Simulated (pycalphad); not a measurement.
An equivalent pycalphad script:

```python
from pycalphad import Database, equilibrium, calculate, variables as v
import numpy as np
db = Database('COST507.tdb')
comps = ['SI', 'CU', 'VA']
phases = ['BCC_A2', 'CU19SI6_ETA', 'CU33SI7_DELTA', 'CU4SI_EPSILON', 'CU56SI11_GAMMA', 'DIAMOND_A4', 'FCC_A1', 'HCP_A3', 'LIQUID']
eq = equilibrium(db, comps, phases, {v.X('CU'): 0.234, v.T: np.arange(1850, 499, -50), v.P: 101325, v.N: 1}, output=['HM', 'SM'])
```

All values are pycalphad results on the COST 507 light-alloy database (1999) (1 atm), not direct measurements. These are 1990s assessments: newer ones move some temperatures and phases. Amounts are mole fractions of atoms. Diffusion is slow at the low end, where real alloys seldom reach equilibrium.

Results at three of the temperatures:

```
T = 1500.00 K, P = 101325 Pa, N = 1 mol of atoms
G = -68837 J/mol, H = 59158 J/mol, S = 85.33 J/(mol K)  (SER reference)
chemical potentials (J/mol): Si -56966, Cu -107696
phase             fraction      x(Si)      x(Cu)
LIQUID              0.8030     0.7086     0.2914
DIAMOND_A4          0.1970     1.0000       none
```

```
T = 1300.00 K, P = 101325 Pa, N = 1 mol of atoms
G = -53850 J/mol, H = 33965 J/mol, S = 67.55 J/(mol K)  (SER reference)
chemical potentials (J/mol): Si -45678, Cu -80602
phase             fraction      x(Si)      x(Cu)
DIAMOND_A4          0.5689     1.0000       none
LIQUID              0.4311     0.4572     0.5428
```

```
T = 900.00 K, P = 101325 Pa, N = 1 mol of atoms
G = -30401 J/mol, H = 15454 J/mol, S = 50.95 J/(mol K)  (SER reference)
chemical potentials (J/mol): Si -25785, Cu -45515
phase             fraction      x(Si)      x(Cu)
DIAMOND_A4          0.6921     1.0000       none
CU19SI6_ETA         0.3079     0.2400     0.7600
```

Changes of the phase set, refined by bisection:

```tsv
T (°C)	phases above	phases below
1267.9	LIQUID	DIAMOND_A4 + LIQUID
800.5	DIAMOND_A4 + LIQUID	CU19SI6_ETA + DIAMOND_A4
```

Database names, with the compositions (at.%) that they take in these runs: CU19SI6_ETA: Cu 76 Si 24. DIAMOND_A4 is diamond (Si). An entry "none" or "no" means that the model of the phase leaves that element out. The hcp model here describes the intermediate κ phase of Cu-Si.
